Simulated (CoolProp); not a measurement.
Computed with CoolProp (reference Helmholtz-energy equation of state, Lemmon 2003). It is a pseudo-pure fit of the blend.

**Question.** For R407C, give the phase and the cv (kJ/(kg K)), Prandtl number at 270.2 K and 0.0802 MPa; 433 K and 2.5 MPa.

**Answer.** 
- 270.2 K and 0.0802 MPa: gas; cv 0.689, Prandtl number 0.791
- 433 K and 2.5 MPa: gas; cv 0.969, Prandtl number 0.840

Viscosity comes from a separate model (Geller 2000). Thermal conductivity comes from a separate model (Geller 2001).
